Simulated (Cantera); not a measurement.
Cantera with NASA thermochemical tables; ideal gases at 1 bar, condensed phases pure. Values are per mole of reaction as written; species without (g) are pure solids or liquids, kept so even where they would boil at 1 bar.

N2(g) + 6 OH(g) + 3 V → 3 VO2(g) + 2 NH3(g), with ΔH° = -1026.0 kJ and ΔS° = -200.0 J/K at 300 K.

Problem. How far is the shortcut ΔG° ≈ ΔH°(300 K) − T·ΔS°(300 K) from the full temperature-dependent value at 823, 923, 1023, 1123, 1223, 1323 K?

Solution. 
```csv
T (K),shortcut (kJ),full (kJ),difference (kJ),difference in log10 K
823,-861.4,-842.6,-18.8,1.19
923,-841.4,-817.1,-24.4,1.38
1023,-821.4,-791.2,-30.3,1.55
1123,-801.4,-765.0,-36.4,1.69
1223,-781.4,-738.6,-42.9,1.83
1323,-761.4,-711.9,-49.5,1.95
```
The shortcut ignores the heat-capacity change of the reaction.
